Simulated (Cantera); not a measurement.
An isothermal, constant-pressure homogeneous reactor starts with C2H6 : N2 = 1 : 64 (molar parts), at 1650 K and 1.00 bar. Integrator tolerance rtol = 1e-08.

Model: GRI-Mech 3.0 (53 species, 325 reactions), integrated in Cantera. GRI-Mech 3.0 stops at C3 and has no aromatics, soot or wall deposition, so with more carbon than oxygen in the feed, carbon stays in small species such as C2H2 where larger ones or solid carbon would form.

Question: What does this change do: N2 64 to 8.9 parts?

Answer: 
```json
[
 {"quantity": "x(C2H6) at 10.0 s", "before": "3.12e-9 (gas-phase equilibrium 4.31e-10)", "after": "4.75e-7 (gas-phase equilibrium 2.23e-7)"},
 {"quantity": "x(C2H) at 10.0 s", "before": "3.44e-8 (gas-phase equilibrium 5.09e-9)", "after": "8.08e-8 (gas-phase equilibrium 3.68e-8)"},
 {"quantity": "x(H) at 10.0 s", "before": "1.57e-5 (gas-phase equilibrium 1.58e-5)", "after": "3.69e-5 (gas-phase equilibrium 3.71e-5)"},
 {"quantity": "x(C2H2) at 10.0 s", "before": "0.0148 (gas-phase equilibrium 0.00220)", "after": "0.0816 (gas-phase equilibrium 0.0374)"},
 {"quantity": "x(CH2) at 10.0 s", "before": "7.20e-10 (gas-phase equilibrium 2.64e-10)", "after": "3.75e-9 (gas-phase equilibrium 2.55e-9)"},
 {"quantity": "x(CH4) at 10.0 s", "before": "0.000128 (gas-phase equilibrium 4.70e-5)", "after": "0.00365 (gas-phase equilibrium 0.00251)"},
 {"quantity": "x(C2H4) at 10.0 s", "before": "3.17e-5 (gas-phase equilibrium 4.73e-6)", "after": "0.000956 (gas-phase equilibrium 0.000443)"}
]
```

Question: What does this change do: C2H6 1 to 6.9 parts?

Answer: 
```json
[
 {"quantity": "x(C2H6) at 10.0 s", "before": "3.12e-9 (gas-phase equilibrium 4.31e-10)", "after": "4.34e-7 (gas-phase equilibrium 2.00e-7)"},
 {"quantity": "x(C2H) at 10.0 s", "before": "3.44e-8 (gas-phase equilibrium 5.09e-9)", "after": "7.96e-8 (gas-phase equilibrium 3.56e-8)"},
 {"quantity": "x(H) at 10.0 s", "before": "1.57e-5 (gas-phase equilibrium 1.58e-5)", "after": "3.63e-5 (gas-phase equilibrium 3.65e-5)"},
 {"quantity": "x(C2H2) at 10.0 s", "before": "0.0148 (gas-phase equilibrium 0.00220)", "after": "0.0792 (gas-phase equilibrium 0.0357)"},
 {"quantity": "x(CH2) at 10.0 s", "before": "7.20e-10 (gas-phase equilibrium 2.64e-10)", "after": "3.64e-9 (gas-phase equilibrium 2.46e-9)"},
 {"quantity": "x(CH4) at 10.0 s", "before": "0.000128 (gas-phase equilibrium 4.70e-5)", "after": "0.00343 (gas-phase equilibrium 0.00234)"},
 {"quantity": "x(C2H4) at 10.0 s", "before": "3.17e-5 (gas-phase equilibrium 4.73e-6)", "after": "0.000900 (gas-phase equilibrium 0.000410)"}
]
```
